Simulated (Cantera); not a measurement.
Cantera run:

```python
import numpy as np
import cantera as ct

gas_names = [...]  # 114 gases of nasa_gas.yaml made of C, Fe, H, O
cond_names = """
    C(gr) C6H6(L) C7H8(L) C8H18(L),n-octa Fe(a) Fe(c) Fe(d) Fe(L) FeC5O5(L) FeO(s) FeO(L) Fe(OH)2(s)
    Fe(OH)3(s) Fe2O3(s) Fe3O4(s) H2O(s) H2O(L)
""".split()


# ... load() reads the species with a 1 bar reference pressure and builds the phases ...
atoms = {
    'Fe(CO)5': {'Fe': 1, 'C': 5, 'O': 5},
    'H2': {'H': 2},
}
top_T = {'C(gr)': 4500, 'Fe2O3(s)': 1830, 'Fe3O4(s)': 1870}  # K; cautious upper limits of use, not melting points


# ... equilibrate(T, P, feed) seeds the gas with the atoms and calls Mixture.equilibrate('TP', solver="vcs", rtol=1e-11, max_steps=5000) ...
results = []
feed = {'Fe(CO)5': 1, 'H2': 0.089}  # mol
T = 1298.15  # K
for P in [10, 42, 180, 750, 3200, 13000, 56000, 240000, 1000000]:
    mix = equilibrate(T, P, feed)
    results.append((T, P, feed, dict(zip(mix.species_names, mix.species_moles))))

top = {s: max(r[3][s] / sum(r[3][g] for g in gas_names) for r in results) for s in gas_names}
cols = sorted((s for s in top if top[s] > 1e-05), key=lambda s: -top[s])[:6]
seen = [c for c in cond_names if any(r[3].get(c, 0) > 1e-12 for r in results)]
print("log10 of partial pressures in bar; condensed amounts in mol")
print(f"{'P/Pa':>10s}" + "".join(f"{s[:9]:>10s}" for s in cols + seen))
for T, P, feed, n in results:
    ng = sum(n[g] for g in gas_names)
    print(f"{P:10.4g}" + "".join(f"{np.log10(max(n[s] / ng * P / 1e5, 1e-99)):10.3f}" for s in cols)
          + "".join(f"{n.get(c, 0):10.4g}" for c in seen))
```

It prints:

```
log10 of partial pressures in bar; condensed amounts in mol
      P/Pa        CO       CO2        H2       H2O       CH4         H     C(gr)     Fe(c)
        10    -4.008   -10.292    -5.757   -11.798   -13.614    -8.848 2.578e-06    0.9999
        42    -3.384    -9.046    -5.134   -10.551   -12.367    -8.536 1.115e-05         1
       180    -2.752    -7.782    -4.502    -9.287   -11.103    -8.220 4.809e-05         1
       750    -2.133    -6.542    -3.882    -8.047    -9.864    -7.910 0.0002007         1
      3200    -1.503    -5.282    -3.252    -6.787    -8.603    -7.595 0.0008562         1
   1.3e+04    -0.894    -4.065    -2.644    -5.570    -7.386    -7.291  0.003473         1
   5.6e+04    -0.261    -2.798    -2.010    -4.303    -6.119    -6.974   0.01486         1
   2.4e+05     0.367    -1.542    -1.381    -3.047    -4.862    -6.660   0.06192         1
     1e+06     0.971    -0.335    -0.774    -1.836    -3.648    -6.356    0.2317         1
```

Cantera equilibrium calculation (NASA polynomials, part measured and part estimated; ideal gas, pure solids and liquids). Condensed phases not in the tables: cementite and carbon dissolved in iron.
